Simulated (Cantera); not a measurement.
# Ignition delay

Mixture: 17.4 % H2, 17.4 % O2, 65.3 % N2, equivalence ratio 0.50, at 1.01 bar, adiabatic and at constant pressure. Ignition delay is the time to a rise of 400 K.

Detailed kinetics in Cantera: the H2/O2 subset of GRI-Mech 3.0, which has no nitrogen chemistry. Below about 950 K walls govern HO2 and H2O2 in real vessels. Where the delays flatten at high temperature, the 400 K rule measures the pace of heat release, not the induction time.

| T0 (K) | delay (ms) |
|---|---|
| 900 | 320 |
| 975 | 0.634 |
| 1050 | 0.147 |
| 1125 | 0.0781 |
| 1200 | 0.0512 |
| 1275 | 0.0378 |
| 1350 | 0.0305 |
